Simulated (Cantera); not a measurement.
A Cantera script and its output.

```python
import numpy as np
import cantera as ct

gas = ct.Solution("gri30.yaml")
gas.TPX = 1325, 2300000, {'CH4': 1, 'H2': 0.62, 'O2': 5.77, 'N2': 21.7}
reactor = ct.IdealGasConstPressureReactor(gas, energy="on", clone=False)
net = ct.ReactorNet([reactor])
net.rtol, net.atol = 1e-08, 1e-16
show = ['CH4', 'H2', 'O2', 'CH3', 'C2H6', 'CH2O']
times = np.geomspace(7e-06, 0.4, 10)

steps = ct.SolutionArray(gas, extra=["t"])
rows = []
print(f"{'t/s':>10s}{'T/K':>9s}{'P/Pa':>11s}" + "".join(f"{s:>11s}" for s in show))
for t in times:
    while net.time < t:
        t_next = net.step()
        steps.append(gas.state, t=t_next)
    rows.append([np.interp(t, steps.t, y) for y in (steps.T, steps.P, *steps(*show).X.T)])
    print(f"{t:10.3e}{rows[-1][0]:9.1f}{rows[-1][1]:11.4g}" + "".join(f"{x:11.3e}" for x in rows[-1][2:]))
rate = np.gradient(steps.T, steps.t)
print("integrator steps:", len(steps.t))
if steps.T.max() > steps.T[0] + 200:
    print(f"time of steepest temperature rise: {steps.t[rate.argmax()]:.4e} s")
gas.TPX = 1325, 2300000, {'CH4': 1, 'H2': 0.62, 'O2': 5.77, 'N2': 21.7}
gas.equilibrate("HP")
print(f"equilibrium (HP): T = {gas.T:.1f} K  " + "  ".join(f"{s} {gas[s].X[0]:.3e}" for s in show))
```

Output:

```
       t/s      T/K       P/Pa        CH4         H2         O2        CH3       C2H6       CH2O
 7.000e-06   1325.0    2.3e+06  3.437e-02  2.131e-02  1.983e-01  1.056e-06  3.519e-09  2.089e-07
 2.364e-05   1325.3    2.3e+06  3.434e-02  2.127e-02  1.983e-01  1.548e-05  1.247e-06  1.428e-05
 7.984e-05   2159.0    2.3e+06  5.414e-15  2.193e-04  1.210e-01  2.316e-14  1.903e-25  6.668e-12
 2.696e-04   2196.3    2.3e+06  4.910e-16  6.084e-05  1.197e-01  1.385e-15  2.747e-29  7.294e-14
 9.105e-04   2196.0    2.3e+06  2.366e-18  6.077e-05  1.196e-01  6.671e-18  8.727e-34  6.919e-14
 3.075e-03   2195.3    2.3e+06  1.247e-21  6.054e-05  1.194e-01  3.520e-21 -5.665e-38  6.861e-14
 1.038e-02   2193.0    2.3e+06  1.608e-21  5.981e-05  1.189e-01  4.507e-21  3.413e-39  6.687e-14
 3.507e-02   2186.9    2.3e+06  1.436e-21  5.790e-05  1.176e-01  3.955e-21  1.086e-39  6.242e-14
 1.184e-01   2178.7    2.3e+06  1.232e-21  5.541e-05  1.157e-01  3.314e-21  8.176e-40  5.687e-14
 4.000e-01   2176.9    2.3e+06  1.190e-21  5.487e-05  1.153e-01  3.185e-21  7.677e-40  5.570e-14
integrator steps: 1706
time of steepest temperature rise: 7.1721e-05 s
equilibrium (HP): T = 2176.9 K  CH4 1.781e-21  H2 5.487e-05  O2 1.153e-01  CH3 4.766e-21  C2H6 1.187e-39  CH2O 5.570e-14
```

Detailed kinetics in Cantera: GRI-Mech 3.0 (53 species, 325 reactions). The pressure lies above the range GRI-Mech 3.0 was tuned for (to about 10 atm).
